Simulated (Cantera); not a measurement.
Feed: 1 mol SiH4, 0.087 mol HCl, 1700 mol H2, at 0.140 bar.

Equilibrium computed with Cantera from the NASA thermochemical tables; the gas is ideal and each condensed phase is pure. Candidate condensed phases: Si; 19 gas species. Gases not in the tables: Si2H6 and higher silanes. Rates play no part.

x: gas mole fraction; n: condensed amount in mol.

| T (K) | x H2 | x H | x Si | x SiH2 | n Si(l) |
|---|---|---|---|---|---|
| 1825 | 0.999 | 0.00118 | 3.25e-5 | 3.56e-5 | 0.861 |
| 1875 | 0.998 | 0.00175 | 6.47e-5 | 4.96e-5 | 0.764 |
| 1925 | 0.997 | 0.00255 | 0.000124 | 6.79e-5 | 0.602 |
| 1975 | 0.996 | 0.00365 | 0.000231 | 9.16e-5 | 0.333 |
| 2025 | 0.994 | 0.00513 | 0.000376 | 0.000110 | 0 |
| 2075 | 0.992 | 0.00709 | 0.000404 | 8.82e-5 | 0 |
| 2125 | 0.990 | (withheld) | 0.000427 | (withheld) | 0 |
| 2175 | 0.986 | 0.0130 | 0.000446 | 5.66e-5 | 0 |
| 2225 | 0.982 | 0.0172 | 0.000462 | 4.54e-5 | 0 |
| 2275 | 0.977 | 0.0224 | 0.000475 | 3.65e-5 | 0 |
| 2325 | 0.970 | (withheld) | 0.000485 | (withheld) | 0 |
| 2375 | 0.962 | 0.0370 | 0.000493 | 2.38e-5 | 0 |

Question: Complete the blanks.

Answer: 
- 2325, x H: 0.0290
- 2325, x SiH2: 2.95e-5
- 2125, x H: 0.00966
- 2125, x SiH2: 7.06e-5
